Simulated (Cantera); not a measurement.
Feed: 1 mol NaCl, 2.4 mol HF, 0.6 mol H2, at 1873 K and 2.30 Pa.

Method: chemical equilibrium by Gibbs-energy minimisation in Cantera with the NASA 1993 tables (ideal gas, pure condensed phases). Candidate condensed phases: Na, NaCl, NaF; 23 gas species. Kinetics and transport are ignored.

### Question
What is the equilibrium state?

### Answer
- x(HF) = 0.544
- x(NaCl) = 0.136
- x(H2) = 0.0892
- x(Na) = 0.0834
- x(HCl) = 0.0711
- x(H) = 0.0402
- x(Cl) = 0.0242
- x(NaF) = 0.0119
- x(F) = 5.81e-5
- gas amount = 4.319 mol
- log10 activity of Na(l) (absent) = -7.30
